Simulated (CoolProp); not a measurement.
Vapour-liquid equilibrium of propylene (1) + n-hexane (2) at 250.7 K; x and y are mole fractions of (1).

The numbers come from the multi-fluid Helmholtz-energy mixture model, Lemmon 2013 and Thol 2019; pair parameters Bell 2016 in CoolProp.

| x | bubble pressure, mixture model (bar) | bubble pressure, Raoult's law (bar) | y, mixture model | y, Raoult's law |
|---|---|---|---|---|
| 0.05 | 0.2517 | 0.1552 | 0.938 | 0.902 |
| 0.2 | 0.7060 | 0.5730 | 0.980 | 0.978 |
| 0.35 | 1.035 | 0.9908 | 0.988 | 0.990 |
| 0.5 | 1.370 | 1.409 | 0.992 | 0.994 |
| 0.65 | 1.755 | 1.826 | 0.995 | 0.997 |
| 0.8 | 2.190 | 2.244 | 0.998 | 0.999 |
| 0.95 | 2.649 | 2.662 | 1.000 | 1.000 |

The largest gap from Raoult's law is +62.2 % in bubble pressure, at x = 0.05. No azeotrope shows between x = 0.05 and 0.95.

Pair parameters are fitted to limited data, so mixtures are less certain than the pure fluids. The gap from Raoult's law changes sign with composition, which may be real or a fault of the pair parameters; it wasn't checked against measurements. With so large a gap from Raoult's law the liquid may split in two, which this calculation doesn't test in full.
